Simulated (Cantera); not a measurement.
**Gas-phase reforming**

An isothermal, constant-pressure homogeneous reactor starts with 69.3 % CH4, 25.6 % CO2, 5.12 % H2, at 1550 K and 638 Torr.

Model: GRI-Mech 3.0 (53 species, 325 reactions), integrated in Cantera. GRI-Mech 3.0 stops at C3 and has no aromatics, soot or wall deposition, so with more carbon than oxygen in the feed, carbon stays in small species such as C2H2 where larger ones or solid carbon would form.

```json
[
 {"t (s)": "5.00e-6", "x CH4": "0.693", "x CO2": "0.256", "x H2": "0.0513", "x HO2": "<1e-12", "x H": "1.10e-7", "x OH": "2.96e-10", "x O2": "<1e-12"},
 {"t (s)": "1.52e-5", "x CH4": "0.692", "x CO2": "0.256", "x H2": "0.0513", "x HO2": "<1e-12", "x H": "1.83e-7", "x OH": "4.93e-10", "x O2": "<1e-12"},
 {"t (s)": "4.65e-5", "x CH4": "0.692", "x CO2": "0.256", "x H2": "0.0513", "x HO2": "<1e-12", "x H": "3.98e-7", "x OH": "1.07e-9", "x O2": "<1e-12"},
 {"t (s)": "0.000142", "x CH4": "0.692", "x CO2": "0.256", "x H2": "0.0514", "x HO2": "<1e-12", "x H": "8.50e-7", "x OH": "2.29e-9", "x O2": "<1e-12"},
 {"t (s)": "0.000432", "x CH4": "0.691", "x CO2": "0.256", "x H2": "0.0518", "x HO2": "<1e-12", "x H": "1.22e-6", "x OH": "3.30e-9", "x O2": "<1e-12"},
 {"t (s)": "0.00132", "x CH4": "0.689", "x CO2": "0.256", "x H2": "0.0534", "x HO2": "<1e-12", "x H": "1.72e-6", "x OH": "4.72e-9", "x O2": "<1e-12"},
 {"t (s)": "0.00402", "x CH4": "0.677", "x CO2": "0.255", "x H2": "0.0611", "x HO2": "<1e-12", "x H": "2.57e-6", "x OH": "7.41e-9", "x O2": "<1e-12"},
 {"t (s)": "0.0122", "x CH4": "0.636", "x CO2": "0.248", "x H2": "0.0923", "x HO2": "<1e-12", "x H": "3.84e-6", "x OH": "1.26e-8", "x O2": "<1e-12"},
 {"t (s)": "0.0373", "x CH4": "0.536", "x CO2": "0.225", "x H2": "0.172", "x HO2": "<1e-12", "x H": "6.45e-6", "x OH": "2.66e-8", "x O2": "<1e-12"},
 {"t (s)": "0.114", "x CH4": "0.370", "x CO2": "0.171", "x H2": "0.287", "x HO2": "<1e-12", "x H": "1.05e-5", "x OH": "6.50e-8", "x O2": "<1e-12"},
 {"t (s)": "0.347", "x CH4": "0.184", "x CO2": "0.0738", "x H2": "0.380", "x HO2": "<1e-12", "x H": "1.56e-5", "x OH": "1.53e-7", "x O2": "<1e-12"},
 {"t (s)": "1.06", "x CH4": "0.0769", "x CO2": "0.0180", "x H2": "0.446", "x HO2": "<1e-12", "x H": "2.17e-5", "x OH": "2.05e-7", "x O2": "<1e-12"},
 {"t (s)": "3.23", "x CH4": "0.0613", "x CO2": "0.0124", "x H2": "0.494", "x HO2": "<1e-12", "x H": "2.41e-5", "x OH": "1.40e-7", "x O2": "<1e-12"},
 {"t (s)": "9.84", "x CH4": "0.0579", "x CO2": "0.00600", "x H2": "0.540", "x HO2": "<1e-12", "x H": "2.52e-5", "x OH": "5.76e-8", "x O2": "<1e-12"},
 {"t (s)": "30.0", "x CH4": "0.0548", "x CO2": "0.00102", "x H2": "0.569", "x HO2": "<1e-12", "x H": "2.59e-5", "x OH": "9.02e-9", "x O2": "<1e-12"}
]
```
x: mole fraction; the columns are a selection and need not sum to one.

Equilibrium at this temperature and pressure: CH4 0.0541, CO2 2.96e-7, H2 0.575, HO2 <1e-12, H 2.61e-5, OH 2.60e-12, O2 <1e-12 (gas phase only).
